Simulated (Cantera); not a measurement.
# Thermodynamics of silicon carbide growth, feed CH3SiH3 + C3H8 + H2

Feed: 1 mol CH3SiH3, a varied amount of C3H8, 830 mol H2, equilibrated at 1425 K and 10000 Pa.

Equilibrium computed with Cantera from the NASA thermochemical tables; the gas is ideal and each condensed phase is pure. Candidate condensed phases: C, C6H6, C7H8, C8H18, Si, SiC; 87 gas species. The feed counts by its element totals alone. Rates play no part.

```tsv
n(C3H8) (mol)	log p H2	log p CH4	log p H	log p C2H2 (acetylene)	log p C2H4	log p CH3	log p SiH2	n SiC(s)	n C(graphite)
0.039	-1.00	-4.86	-5.67	-7.32	-8.52	-8.22	-9.11	1.000	0
0.059	-1.00	-4.68	-5.67	-6.96	-8.16	-8.04	-9.28	1.000	0
0.08	-1.00	-4.55	-5.67	-6.70	-7.90	-7.91	-9.41	1.000	0
0.1	-1.00	-4.45	-5.67	-6.51	-7.71	-7.81	-9.51	1.000	0
0.12	-1.00	-4.42	-5.67	-6.45	-7.66	-7.79	-9.54	1.000	0.0400
0.14	-1.00	-4.42	-5.67	-6.45	-7.66	-7.79	-9.54	1.000	0.0999
0.16	-1.00	-4.42	-5.67	-6.45	-7.66	-7.79	-9.54	1.000	0.160
0.18	-1.00	-4.42	-5.67	-6.45	-7.66	-7.79	-9.54	1.000	0.220
0.2	-1.00	-4.42	-5.67	-6.45	-7.66	-7.79	-9.54	1.000	0.280
0.22	-1.00	-4.42	-5.67	-6.45	-7.66	-7.79	-9.54	1.000	0.340
0.24	-1.00	-4.42	-5.67	-6.45	-7.66	-7.79	-9.54	1.000	0.400
0.27	-1.00	-4.42	-5.67	-6.45	-7.66	-7.79	-9.54	1.000	0.490
0.29	-1.00	-4.42	-5.67	-6.45	-7.66	-7.79	-9.54	1.000	0.550
```
log p: log10 of the partial pressure in bar; n: condensed amount in mol.

From 0.039 mol C3H8 to 0.1 mol C3H8 the condensed part is SiC(s). From 0.12 mol C3H8 to 0.29 mol C3H8 the condensed part is C(graphite) + SiC(s).
